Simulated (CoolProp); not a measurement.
R114 along the isotherm 226.85 °C: fugacity coefficient from the reference equation and from simpler models built on Tc = 147.5 °C, pc = 3352 kPa, ω = 0.252; each cubic takes its own stable root.

Values from CoolProp's reference Helmholtz-energy equation of state, Platzer 1990. This equation is an older, rougher fit; its heat capacities, sound speeds and derivatives of the liquid may be far off and weren't checked against measurements.

```json
[
 {"p (kPa)": "1050", "phase": "gas", "reference": "0.9428", "Redlich-Kwong": "0.9372", "Soave-Redlich-Kwong": "0.9435"},
 {"p (kPa)": "2100", "phase": "gas", "reference": "0.8869", "Redlich-Kwong": "0.8767", "Soave-Redlich-Kwong": "0.8893"},
 {"p (kPa)": "3140", "phase": "gas", "reference": "0.8332", "Redlich-Kwong": "0.8192", "Soave-Redlich-Kwong": "0.8381"},
 {"p (kPa)": "4190", "phase": "supercritical", "reference": "0.7810", "Redlich-Kwong": "0.7636", "Soave-Redlich-Kwong": "0.7889"},
 {"p (kPa)": "5240", "phase": "supercritical", "reference": "0.7312", "Redlich-Kwong": "0.7108", "Soave-Redlich-Kwong": "0.7427"},
 {"p (kPa)": "6290", "phase": "supercritical", "reference": "0.6850", "Redlich-Kwong": "0.6622", "Soave-Redlich-Kwong": "0.7002"},
 {"p (kPa)": "7330", "phase": "supercritical", "reference": "0.6437", "Redlich-Kwong": "0.6196", "Soave-Redlich-Kwong": "0.6626"},
 {"p (kPa)": "8380", "phase": "supercritical", "reference": "0.6076", "Redlich-Kwong": "0.5833", "Soave-Redlich-Kwong": "0.6296"},
 {"p (kPa)": "9430", "phase": "supercritical", "reference": "0.5771", "Redlich-Kwong": "0.5533", "Soave-Redlich-Kwong": "0.6017"},
 {"p (kPa)": "10500", "phase": "supercritical", "reference": "0.5511", "Redlich-Kwong": "0.5281", "Soave-Redlich-Kwong": "0.5778"},
 {"p (kPa)": "11500", "phase": "supercritical", "reference": "0.5309", "Redlich-Kwong": "0.5086", "Soave-Redlich-Kwong": "0.5591"},
 {"p (kPa)": "12600", "phase": "supercritical", "reference": "0.5123", "Redlich-Kwong": "0.4908", "Soave-Redlich-Kwong": "0.5419"},
 {"p (kPa)": "13600", "phase": "supercritical", "reference": "0.4983", "Redlich-Kwong": "0.4772", "Soave-Redlich-Kwong": "0.5288"},
 {"p (kPa)": "14700", "phase": "supercritical", "reference": "0.4853", "Redlich-Kwong": "0.4648", "Soave-Redlich-Kwong": "0.5167"},
 {"p (kPa)": "15700", "phase": "supercritical", "reference": "0.4756", "Redlich-Kwong": "0.4554", "Soave-Redlich-Kwong": "0.5076"},
 {"p (kPa)": "16800", "phase": "supercritical", "reference": "0.4666", "Redlich-Kwong": "0.4467", "Soave-Redlich-Kwong": "0.4992"}
]
```
